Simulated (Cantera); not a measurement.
Charge: 1 mol Al, 2.2 mol Cl2, held at 450 K and 0.0420 bar.

Method: chemical equilibrium by Gibbs-energy minimisation in Cantera with the NASA 1993 tables (ideal gas, pure condensed phases). Candidate condensed phases: Al, AlCl3; 8 gas species. Kinetics and transport are ignored.

Base state: Cl2 0.583, Al2Cl6 0.416, AlCl3 0.00139 (mole fractions); condensed: gas only.

**Question.** What changes in the equilibrium state with this change: temperature from 450 K to 873 K?

**Answer.** 
```json
[
 {"species": "AlCl3", "before": "0.00139", "after": "0.573"},
 {"species": "Cl2", "before": "0.583", "after": "0.416"},
 {"species": "Al2Cl6", "before": "0.416", "after": "0.0105"},
 {"species": "Cl", "before": "<1e-9", "after": "0.000139"}
]
```
